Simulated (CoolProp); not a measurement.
Computed with CoolProp (reference Helmholtz-energy equation of state, Span 2003). It is a short technical equation, of lower accuracy than the large ones.

For n-heptane, give the phase and the Prandtl number at 326.85 °C and 87.7 kPa; 326.85 °C and 598 kPa; 326.85 °C and 2150 kPa.


- 326.85 °C and 87.7 kPa: gas; Prandtl number 0.739
- 326.85 °C and 598 kPa: gas; Prandtl number 0.736
- 326.85 °C and 2150 kPa: gas; Prandtl number 0.838

Viscosity comes from a separate model (Michailidou 2014). Thermal conductivity comes from a separate model (Assael 2013).
